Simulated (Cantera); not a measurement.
Input: 1 mol SiH4, 0.29 mol NH3, held at 0.00130 bar.

Equilibrium computed with Cantera from the NASA thermochemical tables; the gas is ideal and each condensed phase is pure. Candidate condensed phases: Si, Si3N4; 18 gas species. Gases not in the tables: Si2H6 and higher silanes. The numbers say what is thermodynamically allowed, not how fast it happens.

### Question
Which condensed phases are stable at each of these points (T (K)): 1523, 1548, 1573, 1598, 1623, 1648, 1673, 1698, 1723, 1748, 1773, 1798, 1823?

### Answer
```csv
T (K),condensed phases,Si condensed (%)
1523,Si(s),100.0
1548,Si(s),100.0
1573,Si(s),100.0
1598,Si(s),100.0
1623,Si(s),100.0
1648,Si(s),99.9
1673,Si(s),99.9
1698,Si(l),99.9
1723,Si(l),99.8
1748,Si(l),99.7
1773,Si(l),99.5
1798,Si(l),99.3
1823,Si(l),99.0
```

From 1523 K to 1673 K the condensed part is Si(s). From 1698 K to 1823 K the condensed part is Si(l).
